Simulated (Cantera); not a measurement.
Input: 1 mol V2O5, 2800 mol H2, at 1075 °C and 60.0 mbar.

Method: chemical equilibrium by Gibbs-energy minimisation in Cantera with the NASA 1993 tables (ideal gas, pure condensed phases). Candidate condensed phases: H2O, V, VO, V2O3, V2O4, V2O5; 12 gas species. VO: taken at fixed stoichiometry. Equilibrium is a limit: real reactors are often held back by kinetics, nucleation or transport.

Base state: H2 0.999, H2O 0.00107 (mole fractions); condensed: VO(s).

Task: What changes in the equilibrium state with this change: V2O5 replaced by Cu2O?

Result: 
```json
[
 {"species": "H2", "before": "0.999", "after": "1.000"},
 {"species": "H2O", "before": "0.00107", "after": "0.000357"},
 {"species": "VO(s), mol", "before": "2.00", "after": "0"},
 {"species": "Cu(s), mol", "before": "0", "after": "1.98"}
]
```
Further candidate phases: Cu, CuO, Cu(OH)2, Cu2O.

Task: What changes in the equilibrium state with this change: temperature from 1075 °C to 675 °C?

Result: 
```tsv
species	before	after
H2	0.999	0.999
H2O	0.00107	0.000714
VO(s), mol	2.00	0
V2O3(s), mol	0	1.00
```
Condensed phases not in the tables: the oxides between V2O3 and V2O5 other than VO2.

Task: What changes in the equilibrium state with this change: temperature from 1075 °C to 1825 °C?

Result: 
| species | before | after |
|---|---|---|
| H2 | 0.999 | 0.986 |
| H | 9.44e-6 | 0.0125 |
| H2O | 0.00107 | 0.00111 |
| VO | <1e-9 | 0.000130 |
| V | <1e-9 | 6.99e-5 |
| VO2 | <1e-9 | 2.51e-5 |
| VO(s), mol | 2.00 | 0 |
| VO(l), mol | 0 | 1.37 |
